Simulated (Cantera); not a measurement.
A closed system holds: 1 mol SiC, 0.13 mol H₂O, 610 mol N₂, at 0.000130 bar.

Method: chemical equilibrium by Gibbs-energy minimisation in Cantera with the NASA 1993 tables (ideal gas, pure condensed phases). Candidate condensed phases: C, C₆H₆, C₇H₈, C₈H₁₈, H₂O, Si, SiC, SiO₂, Si₂N₂O, Si₃N₄; 151 gas species. N₂ is the only nitrogen source here; it is nearly inert below about 1500 K, so the nitride shown seldom forms there in practice. Mutual solubility and eutectic melting of coexisting phases are not modelled. Kinetics and transport are ignored.

log p: log10 of the partial pressure in bar; n: condensed amount in mol.

```tsv
T (K)	log p N₂	log p Si	log p H₂	log p CO	log p H	log p SiO	n C(graphite)	n Si₂N₂O(s)	n Si₃N₄(s)	n SiC(s)
1100	-3.89	<-15	-7.56	-9.51	-11.37	-13.57	0.998	0.129	0.248	0
1200	-3.89	(withheld)	-7.56	-7.73	(withheld)	(withheld)	0	0.0435	0	0.913
1300	-3.89	-12.07	-7.56	-7.74	-9.74	-9.22	0	0.0415	0	0.914
1400	-3.89	-9.99	-7.56	-7.82	-9.10	-7.90	0	0	0.00345	0.929
1500	-3.89	(withheld)	-7.58	-7.83	(withheld)	-7.88	0	0	0	0.931
1600	-3.89	-7.92	-7.63	-7.70	-8.08	-8.10	0	0	0	0.905
1700	-3.89	-7.56	-7.77	-7.57	-7.72	-9.08	0	0	0	0.863
```

### Question
What belongs in the gaps?

### Answer

- 1200, log p Si: -14.56
- 1200, log p H: -10.48
- 1200, log p SiO: -10.99
- 1500, log p Si: -8.79
- 1500, log p H: -8.55
